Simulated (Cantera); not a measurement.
Cantera run:

```python
import numpy as np
import cantera as ct

gas_names = """
    Electron H H+ H- H2 H2+ H2- H2S S S+ S- SH S2 S8
""".split()
cond_names = """
    S(cr1) S(cr2) S(L)
""".split()


# ... load() reads the species with a 1 bar reference pressure and builds the phases ...
atoms = {
    'S': {'S': 1},
    'H2': {'H': 2},
}
top_T = {}  # K; cautious upper limits of use, not melting points


# ... equilibrate(T, P, feed) seeds the gas with the atoms and calls Mixture.equilibrate('TP', solver="vcs", rtol=1e-11, max_steps=5000) ...
results = []
feed = {'S': 1, 'H2': 1.5}  # mol
P = 2900  # Pa
for T in [2500, 3000, 3500, 4000, 4500, 5000]:
    mix = equilibrate(T, P, feed)
    results.append((T, P, feed, dict(zip(mix.species_names, mix.species_moles))))

top = {s: max(r[3][s] / sum(r[3][g] for g in gas_names) for r in results) for s in gas_names}
cols = sorted((s for s in top if top[s] > 1e-06), key=lambda s: -top[s])[:5]
seen = [c for c in cond_names if any(r[3].get(c, 0) > 1e-12 for r in results)]
print("log10 of partial pressures in bar; condensed amounts in mol")
print(f"{'T/K':>10s}" + "".join(f"{s[:9]:>10s}" for s in cols + seen))
for T, P, feed, n in results:
    ng = sum(n[g] for g in gas_names)
    print(f"{T:10.4g}" + "".join(f"{np.log10(max(n[s] / ng * P / 1e5, 1e-99)):10.3f}" for s in cols)
          + "".join(f"{n.get(c, 0):10.4g}" for c in seen))
```

Output:

```
log10 of partial pressures in bar; condensed amounts in mol
       T/K         H        H2         S        S2        SH
      2500    -2.485    -1.771    -2.545    -2.373    -2.833
      3000    -1.876    -2.150    -2.149    -3.105    -3.135
      3500    -1.693    -2.928    -2.135    -4.167    -3.875
      4000    -1.667    -3.739    -2.139    -4.996    -4.563
      4500    -1.664    -4.405    -2.140    -5.637    -5.115
      5000    -1.663    -4.943    -2.141    -6.152    -5.561
```

Equilibrium computed with Cantera from the NASA thermochemical tables; the gas is ideal and each condensed phase is pure.
